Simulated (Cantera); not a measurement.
Equilibrium for silicon carbide growth: (CH3)2SiCl2 + C3H8 + H2

Input: 1 mol (CH3)2SiCl2, 0.006 mol C3H8, 57 mol H2, equilibrated at 2250 °C and 0.100 bar.

Equilibrium computed with Cantera from the NASA thermochemical tables; the gas is ideal and each condensed phase is pure. Candidate condensed phases: C, C6H6, C7H8, C8H18, Si, SiC; 109 gas species. The feed counts by its element totals alone. The tables' values for SiCl are old estimates; treat these amounts as uncertain. Gases not in the tables: Si2H6 and higher silanes. The numbers say what is thermodynamically allowed, not how fast it happens.

```
Property                              Value
--------------------------------  ---------
x(H2)                                 0.863
x(H)                                 0.0817
x(HCl)                               0.0283
x(C2H2 (acetylene))                  0.0103
x(Si)                               0.00943
x(SiC2)                             0.00261
x(Cl)                               0.00189
x(Si2C)                            0.000947
x(SiH)                             0.000707
n(C(graphite))                    0.263 mol
gas amount                        64.60 mol
log10 activity of Si(l) (absent)      -0.78
```
